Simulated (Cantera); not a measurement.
A closed system holds: 1 mol BN, 0.15 mol H2O, 48 mol H2, at 823.15 K and 13.3 mbar.

Cantera equilibrium calculation (NASA polynomials, part measured and part estimated; ideal gas, pure solids and liquids). Candidate condensed phases: B, BN, B2O3, B3O3H3, H2O; 39 gas species. Rates play no part.

Base state: H2 0.999, N2 0.000958, H2O 0.000236 (mole fractions); condensed: BN(s) + B2O3(l).

### Question
What changes in the equilibrium state with this change: H2O from 0.15 to 15 mol?

### Answer
```
species         before     after
------------  --------  --------
H2               0.999     0.780
H2O           0.000236     0.211
N2            0.000958   0.00788
(HBO2)3        3.32e-8  0.000887
BN(s), mol       0.908         0
B2O3(l), mol    0.0462     0.415
```
Gases not in the tables: H3BO3.
